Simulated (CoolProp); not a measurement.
The numbers come from the reference Helmholtz-energy equation of state, Thol 2021 in CoolProp.

**Question.** For chlorine, give the phase and the speed of sound (m/s), Joule-Thomson coefficient (K/MPa) at 209.8 K and 20000 kPa; 272.9 K and 20000 kPa; 312.1 K and 57.6 kPa.

**Answer.** 
- 209.8 K and 20000 kPa: liquid; speed of sound 1240, Joule-Thomson coefficient -0.443
- 272.9 K and 20000 kPa: liquid; speed of sound 1010, Joule-Thomson coefficient -0.383
- 312.1 K and 57.6 kPa: gas; speed of sound 219, Joule-Thomson coefficient 26.4
